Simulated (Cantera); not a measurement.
A diamond (100) surface in a fixed gas of H2 with x(CH4) = 0.0036, x(H) = 0.0011, at 925 K, 12.0 Torr; coverages are run to steady state.

Detailed kinetics in Cantera: the Harris–Goodwin 1993 mechanism for the reconstructed diamond (100) surface.

One state of this run: growth (µm/h) = 1.73; θ c6HH = 0.497; θ c6H* = 0.00898; θ c6*H = 0.231; θ c6** = 0.00354; θ c6HM = 0.204. θ: site fractions in the mechanism's names (c6HH fully hydrogenated, c6H* and c6*H radical sites, c6** diradical, c6HM methylated).

Which value of x(CH3) does it belong to?
A. 0.0011
B. 0.00045
C. 1.4e-05
D. 2.4e-06

B, 0.00045
